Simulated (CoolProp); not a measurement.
Vapour-liquid equilibrium of R143a (1) + isobutene (2) at 0.159 MPa; x and y are mole fractions of (1).

Values from CoolProp's multi-fluid Helmholtz-energy mixture model, Lemmon and Jacobsen 2000 and Lemmon 2005; pair parameters Bell 2016.

```
x      bubble temperature (°C)  y at the bubble point  dew temperature at overall composition x (°C)  liquid density (mol/L)
-----  -----------------------  ---------------------  ---------------------------------------------  ----------------------
0.05                      -6.1                  0.356                                            3.7                   11.19
0.125                    -16.1                  0.592                                            1.5                   11.47
0.2                      -21.8                  0.697                                           -0.8                       ?
0.275                    -25.3                  0.754                                              ?                   11.85
0.35                     -27.6                  0.790                                           -5.8                   12.00
0.425                    -29.3                  0.816                                           -8.7                   12.15
0.5                      -30.6                  0.838                                          -11.8                   12.30
0.575                    -31.8                      ?                                          -15.3                   12.45
0.65                     -32.8                  0.876                                          -19.1                   12.62
0.725                    -33.8                  0.896                                          -23.4                   12.79
0.8                      -34.8                  0.918                                          -28.2                   12.98
0.875                    -35.7                  0.944                                          -32.8                   13.18
0.95                     -36.7                  0.975                                          -35.9                   13.40
```

### Question
Some entries are withheld; supply them.

### Answer

- 0.2, liquid density (mol/L): 11.68
- 0.275, dew temperature at overall composition x (°C): -3.2
- 0.575, y at the bubble point: 0.857

No azeotrope shows between x = 0.05 and 0.95.

Pair parameters are fitted to limited data, so mixtures are less certain than the pure fluids.
